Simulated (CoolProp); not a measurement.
Saturation properties of hydrogen chloride (Tc = 51.5 °C, pc = 8.314 MPa, ω = 0.130).

Model: reference Helmholtz-energy equation of state, Thol 2018, in CoolProp.

```
T (°C)  p (MPa)  liquid density (kg/m³)  enthalpy of vaporisation (kJ/kg)  vapour Z
------  -------  ----------------------  --------------------------------  --------
-77.25   0.1541                    1166                             435.3    0.9607
-74.05   0.1815                    1158                             431.7    0.9561
-70.75   0.2135                    1149                             427.8    0.9511
-67.55   0.2486                    1141                             424.0    0.9459
-64.25   0.2893                    1132                             420.0         …
-61.05   0.3334                    1123                                 …    0.9343
-57.75   0.3842                    1114                             411.8    0.9278
-54.55   0.4390                    1106                             407.6    0.9212
-51.25   0.5014                    1096                             403.1    0.9140
-48.05   0.5682                    1087                             398.6    0.9067
-44.75        …                       …                             393.9    0.8988
-41.55   0.7243                    1069                             389.2         …
```

**Question.** Fill in the missing entries.

**Answer.** 
- -64.25, vapour Z: 0.9401
- -61.05, enthalpy of vaporisation (kJ/kg): 416.0
- -44.75, p (MPa): 0.6438
- -44.75, liquid density (kg/m³): 1078
- -41.55, vapour Z: 0.8907

It boils at -85.0 °C under 1 atm.
